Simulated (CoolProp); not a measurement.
Vapour-liquid equilibrium of n-heptane (1) + toluene (2) at 0.00643 MPa; x and y are mole fractions of (1).

Computed with CoolProp (multi-fluid Helmholtz-energy mixture model, Span 2003 and Lemmon 2006; pair parameters Bell 2016).

Task: Give the bubble temperature and the first vapour's composition at x = 0.05, 0.5, 0.65. Is there an azeotrope?

Result: x = 0.05: 307.3 K, y = 0.112; x = 0.5: 301.3 K, y = 0.606; x = 0.65: 300.5 K, y = 0.717. No azeotrope shows between x = 0.05 and 0.95.

Pair parameters are fitted to limited data, so mixtures are less certain than the pure fluids.
